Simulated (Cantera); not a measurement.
**Thermodynamics of boron, boron nitride and boron oxide, feed BF3 + H2O**

Input: 1 mol BF3, 5.6 mol H2O, held at 1330 Pa.

These are equilibrium values from Cantera (NASA tables, ideal gas, pure condensed phases), not measurements of a reactor. Candidate condensed phases: B, B2O3, B3O3H3, H2O; 43 gas species. The numbers say what is thermodynamically allowed, not how fast it happens.

From 1750 °C to 2025 °C nothing is condensed. The main B-bearing gas is BOF throughout.

| T (°C) | x H2O | x HF | x BOF | x H2 | x HBO2 | x OH | x O2 | x H |
|---|---|---|---|---|---|---|---|---|
| 1750 | 0.522 | 0.313 | 0.0762 | 0.0180 | 0.0517 | 0.00667 | 0.00740 | 0.00221 |
| 1775 | 0.518 | 0.313 | 0.0760 | 0.0203 | 0.0515 | 0.00769 | 0.00830 | 0.00276 |
| 1800 | 0.514 | 0.312 | 0.0758 | 0.0227 | 0.0513 | 0.00883 | 0.00927 | 0.00343 |
| 1825 | 0.509 | 0.312 | 0.0755 | 0.0254 | 0.0510 | 0.0101 | 0.0103 | 0.00424 |
| 1850 | 0.503 | 0.311 | 0.0752 | 0.0282 | 0.0507 | 0.0115 | 0.0114 | 0.00522 |
| 1875 | 0.497 | 0.310 | 0.0750 | 0.0313 | 0.0503 | 0.0131 | 0.0127 | 0.00639 |
| 1900 | 0.491 | 0.309 | 0.0747 | 0.0346 | 0.0499 | 0.0148 | 0.0140 | 0.00777 |
| 1925 | 0.483 | 0.308 | 0.0744 | 0.0381 | 0.0494 | 0.0166 | 0.0153 | 0.00941 |
| 1950 | 0.476 | 0.306 | 0.0740 | 0.0418 | 0.0488 | 0.0186 | 0.0168 | 0.0113 |
| 1975 | 0.467 | 0.305 | 0.0737 | 0.0457 | 0.0481 | 0.0208 | 0.0183 | 0.0136 |
| 2000 | 0.458 | 0.303 | 0.0733 | 0.0498 | 0.0474 | 0.0232 | 0.0199 | 0.0162 |
| 2025 | 0.448 | 0.301 | 0.0729 | 0.0541 | 0.0466 | 0.0257 | 0.0216 | 0.0193 |
x: gas mole fraction; nothing condenses.
